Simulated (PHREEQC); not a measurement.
NaOH is added in steps, without added water, to 1 kg of water holding 0.0082 mol CuCl2 and 0.00052 mol H3BO3, at 20 °C. Oxygen alone is held at its pressure in air (log pO2 = -0.68). The system is closed to CO2. Solids allowed: Cu(OH)2, Atacamite, Halite. Others were left out.

Base run: PHREEQC, ion-association model, wateq4f.dat. Each further column changes one thing. The table gives H2BO3- (mol/kgw).

| NaOH added (mol) | base | H3BO3 from 0.00052 to 0.000104 mol/kgw | temperature from 20 to 25 °C | H3BO3 from 0.00052 to 0.0026 mol/kgw | no solid may form |
|---|---|---|---|---|---|
| 0 | 1.62e-8 | 3.24e-9 | 1.50e-8 | 8.10e-8 | 2.34e-8 |
| 0.003281 | 1.97e-8 | 3.94e-9 | 1.82e-8 | 9.85e-8 | 5.96e-7 |
| 0.005906 | 2.45e-8 | 4.90e-9 | 2.27e-8 | 1.23e-7 | 1.34e-6 |
| 0.009187 | 3.90e-8 | 7.81e-9 | 3.61e-8 | 1.95e-7 | 4.02e-6 |
| 0.01181 | 1.33e-7 | 2.65e-8 | 1.22e-7 | 6.62e-7 | 9.16e-6 |
| 0.01509 | 4.62e-5 | 9.25e-6 | 3.68e-5 | 0.000228 | 2.73e-5 |
| 0.01772 | 0.000512 | 0.000103 | 0.000509 | 0.00131 | 0.000511 |
| 0.021 | 0.000518 | 0.000104 | 0.000518 | 0.00258 | 0.000518 |

The database's constant for dissolved Cu(OH)2 is higher than later reviews accept. In at least one series the solution becomes supersaturated in solids that the run did not let form, among them Cu(OH)2, Atacamite.
